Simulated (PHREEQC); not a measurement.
Consider water at 25 °C with 24 mmol/kgw HCl, 1.7 mmol/kgw CuSO4 and 10 mmol/kgw MgSO4. Closed to the air; pH follows from the charge balance.

The numbers come from PHREEQC with the ion-association model, phreeqc.dat.

No solid was allowed to form.

Predict the pH, ionic strength, density.

pH 1.78; ionic strength 0.0526 mol/kgw; density 0.999 g/cm³.

In which forms is Mg present?

Mg+2 80 %, MgSO4 20 % of the Mg.
